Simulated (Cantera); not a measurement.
What does this Cantera script print?

```python
import numpy as np
import cantera as ct

gas = ct.Solution("h2o2.yaml")
gas.TPX = 675, 1700000, {'H2': 1, 'O2': 0.704, 'N2': 2.65}
inlet = ct.Reservoir(gas, clone=True)
gas.equilibrate("HP")  # start burning
reactor = ct.IdealGasConstPressureReactor(gas, energy="on", clone=False)
exhaust = ct.Reservoir(gas, clone=True)
tau = [0.37, 0.19, 0.094, 0.047, 0.024, 0.012, 0.0059, 0.003, 0.0015, 0.00075, 0.00037, 0.00019, 9.4e-05][0]
for a, b in ((inlet, reactor), (reactor, exhaust)):
    ct.MassFlowController(a, b, mdot=lambda t: reactor.mass / tau)
net = ct.ReactorNet([reactor])
show = ['H2', 'O2', 'OH', 'O', 'HO2', 'H2O', 'H']

rows = []
print(f"{'tau/s':>10s}{'T/K':>9s}" + "".join(f"{s:>11s}" for s in show))
for tau in [0.37, 0.19, 0.094, 0.047, 0.024, 0.012, 0.0059, 0.003, 0.0015, 0.00075, 0.00037, 0.00019, 9.4e-05]:
    net.initial_time = 0.0
    net.advance(30 * tau)
    before = gas.X
    net.advance(40 * tau)
    drift = np.max(np.abs(gas.X - before) / (gas.X + 1e-9))
    rows.append([gas.T, *gas[show].X, drift])
    print(f"{tau:10.3e}{gas.T:9.1f}" + "".join(f"{x:11.3e}" for x in gas[show].X))
```

Result:

```
     tau/s      T/K         H2         O2         OH          O        HO2        H2O          H
 3.700e-01   2336.7  7.005e-04  5.186e-02  4.665e-03  3.405e-04  1.034e-05  2.559e-01  7.551e-05
 1.900e-01   2336.7  7.012e-04  5.186e-02  4.666e-03  3.407e-04  1.034e-05  2.559e-01  7.558e-05
 9.400e-02   2336.6  7.025e-04  5.186e-02  4.668e-03  3.410e-04  1.035e-05  2.559e-01  7.573e-05
 4.700e-02   2336.6  7.052e-04  5.186e-02  4.671e-03  3.415e-04  1.036e-05  2.559e-01  7.602e-05
 2.400e-02   2336.5  7.103e-04  5.186e-02  4.678e-03  3.426e-04  1.038e-05  2.559e-01  7.659e-05
 1.200e-02   2336.4  7.206e-04  5.186e-02  4.691e-03  3.449e-04  1.043e-05  2.559e-01  7.775e-05
 5.900e-03   2336.1  7.418e-04  5.187e-02  4.719e-03  3.495e-04  1.052e-05  2.559e-01  8.014e-05
 3.000e-03   2335.6  7.816e-04  5.187e-02  4.770e-03  3.582e-04  1.070e-05  2.558e-01  8.468e-05
 1.500e-03   2334.5  8.603e-04  5.187e-02  4.872e-03  3.756e-04  1.107e-05  2.556e-01  9.393e-05
 7.500e-04   2332.4  1.010e-03  5.188e-02  5.061e-03  4.094e-04  1.178e-05  2.553e-01  1.124e-04
 3.700e-04   2328.6  1.291e-03  5.189e-02  5.404e-03  4.748e-04  1.320e-05  2.548e-01  1.502e-04
 1.900e-04   2322.4  1.749e-03  5.192e-02  5.931e-03  5.860e-04  1.572e-05  2.539e-01  2.201e-04
 9.400e-05   2311.7  2.546e-03  5.201e-02  6.748e-03  7.871e-04  2.053e-05  2.524e-01  3.632e-04
```

Detailed kinetics in Cantera: the H2/O2 subset of GRI-Mech 3.0, which has no nitrogen chemistry. The hydrogen kinetics of GRI-Mech 3.0 are dated; newer H2 mechanisms differ, most at raised pressure. The pressure lies above the range GRI-Mech 3.0 was tuned for (to about 10 atm).
